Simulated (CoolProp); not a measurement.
Saturation properties of carbonyl sulfide (Tc = 105.6 °C, pc = 63.69 bar, ω = 0.098).

The numbers come from the reference Helmholtz-energy equation of state, Lemmon 2006 in CoolProp. It is a short technical equation, of lower accuracy than the large ones.

| T (°C) | p (bar) | vapour density (kg/m³) | liquid cp (kJ/(kg K)) | surface tension (mN/m) |
|---|---|---|---|---|
| -97.85 | 0.05542 | 0.2292 | 1.168 | 30.2 |
| -90.85 | 0.09469 | 0.3772 | 1.164 | 28.8 |
| -83.85 | 0.1547 | 0.5948 | 1.163 | 27.3 |
| -76.95 | 0.2413 | 0.8979 | 1.164 | 26.0 |
| -69.95 | 0.3660 | 1.320 | 1.166 | 24.6 |
| -63.05 | 0.5350 | 1.874 | 1.170 | 23.2 |
| -56.05 | 0.7649 | 2.606 | 1.176 | 21.9 |
| -49.05 | 1.066 | 3.543 | 1.183 | 20.6 |
| -42.15 | 1.448 | 4.700 | 1.191 | 19.3 |
| -35.15 | 1.935 | 6.149 | 1.201 | 18.0 |
| -28.15 | 2.539 | 7.915 | 1.212 | 16.8 |
| -21.25 | 3.265 | 10.01 | 1.225 | 15.6 |

It boils at -50.2 °C under 1 atm.

Surface tension comes from a separate correlation (Mulero 2012).
